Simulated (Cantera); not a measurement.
What does this Cantera script print?

```python
import numpy as np
import cantera as ct

gas = ct.Solution("gri30.yaml")
gas.TPX = 1598, 110000, {'CH3OH': 0.0039, 'O2': 0.034, 'N2': 1}
inlet = ct.Reservoir(gas, clone=True)

reactor = ct.IdealGasConstPressureReactor(gas, energy="off", clone=False)
exhaust = ct.Reservoir(gas, clone=True)
tau = [20, 8, 3.2, 1.3, 0.51, 0.2, 0.082, 0.033, 0.013, 0.0052][0]
for a, b in ((inlet, reactor), (reactor, exhaust)):
    ct.MassFlowController(a, b, mdot=lambda t: reactor.mass / tau)
net = ct.ReactorNet([reactor])
show = ['CH3OH', 'O2', 'HCO', 'C2H4', 'CH3', 'CH2O']

rows = []
print(f"{'tau/s':>10s}{'T/K':>9s}" + "".join(f"{s:>11s}" for s in show))
for tau in [20, 8, 3.2, 1.3, 0.51, 0.2, 0.082, 0.033, 0.013, 0.0052]:
    net.initial_time = 0.0
    net.advance(30 * tau)
    before = gas.X
    net.advance(40 * tau)
    drift = np.max(np.abs(gas.X - before) / (gas.X + 1e-9))
    rows.append([gas.T, *gas[show].X, drift])
    print(f"{tau:10.3e}{gas.T:9.1f}" + "".join(f"{x:11.3e}" for x in gas[show].X))
```

It prints:

```
     tau/s      T/K      CH3OH         O2        HCO       C2H4        CH3       CH2O
 2.000e+01   1598.0  3.442e-08  2.706e-02  2.447e-11  4.488e-16  2.312e-10  2.279e-08
 8.000e+00   1598.0  6.885e-08  2.706e-02  6.138e-11  9.568e-16  3.693e-10  4.623e-08
 3.200e+00   1598.0  1.315e-07  2.705e-02  1.538e-10  1.625e-15  5.384e-10  9.006e-08
 1.300e+00   1598.0  2.410e-07  2.705e-02  3.793e-10  2.413e-15  7.450e-10  1.691e-07
 5.100e-01   1598.0  4.407e-07  2.705e-02  9.670e-10  3.519e-15  1.044e-09  3.192e-07
 2.000e-01   1598.0  7.877e-07  2.704e-02  2.462e-09  5.595e-15  1.560e-09  5.919e-07
 8.200e-02   1598.0  1.341e-06  2.704e-02  5.980e-09  1.059e-14  2.583e-09  1.048e-06
 3.300e-02   1598.0  2.268e-06  2.704e-02  1.475e-08  2.640e-14  5.018e-09  1.849e-06
 1.300e-02   1598.0  3.844e-06  2.707e-02  3.698e-08  8.702e-14  1.124e-08  3.265e-06
 5.200e-03   1598.0  6.525e-06  2.712e-02  9.072e-08  3.464e-13  2.683e-08  5.727e-06
```

Model: GRI-Mech 3.0 (53 species, 325 reactions), integrated in Cantera. GRI-Mech 3.0 was tuned for natural gas; its chemistry of methanol as a main component is partial and can be far from experiment.
